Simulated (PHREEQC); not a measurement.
Dissolve 7.7 mmol/kgw Na3PO4 at 25 °C. Closed to the air; pH follows from the charge balance.

Computed with PHREEQC (ion-association model, wateq4f.dat).

**Question.** The ionic strength comes out as 0.0354 mol/kgw. What activity coefficients do NaHPO4-, OH-, Na+, PO4-3, HPO4-2 get?

**Answer.** NaHPO4- 0.85, OH- 0.83, Na+ 0.84, PO4-3 0.22, HPO4-2 0.51.

This is a speciation only: nothing precipitates in the calculation. H3PO4, which wateq4f.dat lacks, is added to it with the constant of phreeqc.dat.
